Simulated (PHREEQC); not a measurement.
# Copper plating or etch bath

Dissolve 0.0013 mol CuCl2, 0.00012 mol H2SO4, 0.0019 mol H3BO3 and 0.00079 mol Cu(NO3)2 per kg of water at 65 °C. Closed to the air; pH follows from the charge balance.

The numbers come from PHREEQC with the ion-association model, phreeqc.dat.

This is a speciation only: nothing precipitates in the calculation.

Problem. Estimate the pH.

Solution. pH 3.66.

Problem. In which forms is S present?

Solution. SO4-2 77 %, CuSO4 20 %, HSO4- 3.4 % of the S.

At this temperature some constants are extrapolated from 25 °C, and those without enthalpy data are left unchanged.
